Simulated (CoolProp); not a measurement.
Vapour-liquid equilibrium of carbon dioxide (1) + sulfur dioxide (2) at -2.65 °C; x and y are mole fractions of (1).

The numbers come from the multi-fluid Helmholtz-energy mixture model, Span 1996 and Gao 2016; pair parameters Bell 2016 in CoolProp.

```json
[
 {"x": "0.05", "bubble pressure, mixture model (bar)": "___", "bubble pressure, Raoult's law (bar)": "2.947", "y, mixture model": "0.572", "y, Raoult's law": "0.551"},
 {"x": "0.2", "bubble pressure, mixture model (bar)": "8.482", "bubble pressure, Raoult's law (bar)": "7.608", "y, mixture model": "0.848", "y, Raoult's law": "0.853"},
 {"x": "0.35", "bubble pressure, mixture model (bar)": "___", "bubble pressure, Raoult's law (bar)": "12.27", "y, mixture model": "___", "y, Raoult's law": "0.926"},
 {"x": "0.5", "bubble pressure, mixture model (bar)": "___", "bubble pressure, Raoult's law (bar)": "16.93", "y, mixture model": "___", "y, Raoult's law": "0.959"},
 {"x": "0.65", "bubble pressure, mixture model (bar)": "21.60", "bubble pressure, Raoult's law (bar)": "21.59", "y, mixture model": "0.958", "y, Raoult's law": "0.977"},
 {"x": "0.8", "bubble pressure, mixture model (bar)": "25.66", "bubble pressure, Raoult's law (bar)": "26.25", "y, mixture model": "___", "y, Raoult's law": "0.989"},
 {"x": "0.95", "bubble pressure, mixture model (bar)": "30.49", "bubble pressure, Raoult's law (bar)": "30.92", "y, mixture model": "0.992", "y, Raoult's law": "0.998"}
]
```

Task: Complete the blanks.

Result: 
- 0.05, bubble pressure, mixture model (bar): 3.203
- 0.35, bubble pressure, mixture model (bar): 13.31
- 0.35, y, mixture model: 0.911
- 0.5, bubble pressure, mixture model (bar): 17.62
- 0.5, y, mixture model: 0.940
- 0.8, y, mixture model: 0.974

The largest gap from Raoult's law is +11.5 % in bubble pressure, at x = 0.2. No azeotrope shows between x = 0.05 and 0.95.

Pair parameters are fitted to limited data, so mixtures are less certain than the pure fluids. The gap from Raoult's law changes sign with composition, which may be real or a fault of the pair parameters; it wasn't checked against measurements.
